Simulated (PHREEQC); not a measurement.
Dissolve 0.0019 mol/kgw NaHF2, 0.0015 mol/kgw ZnSO4 and 3.2e-05 mol/kgw MgCl2 at 25 °C. Closed to the air; pH follows from the charge balance.

Equilibrium calculation in PHREEQC: ion-association model, phreeqc.dat.

Task: The ionic strength comes out as 0.00758 mol/kgw. What activity coefficients do Zn(SO4)2-2, Mg+2, HSO4-, Zn+2, SO4-2 get?

Result: Zn(SO4)2-2 0.69, Mg+2 0.70, HSO4- 0.91, Zn+2 0.70, SO4-2 0.70.

Precipitation was switched off in this run.
